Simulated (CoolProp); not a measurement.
Computed with CoolProp (reference Helmholtz-energy equation of state, Zhou 2012).

**Question.** For o-xylene, give the phase and the cv (kJ/(kg K)), expansivity (1/kK) at 328.9 K and 5340 kPa; 328.9 K and 9340 kPa; 328.9 K and 10700 kPa.

**Answer.** 
- 328.9 K and 5340 kPa: liquid; cv 1.46, expansivity 0.977
- 328.9 K and 9340 kPa: liquid; cv 1.47, expansivity 0.953
- 328.9 K and 10700 kPa: liquid; cv 1.47, expansivity 0.945
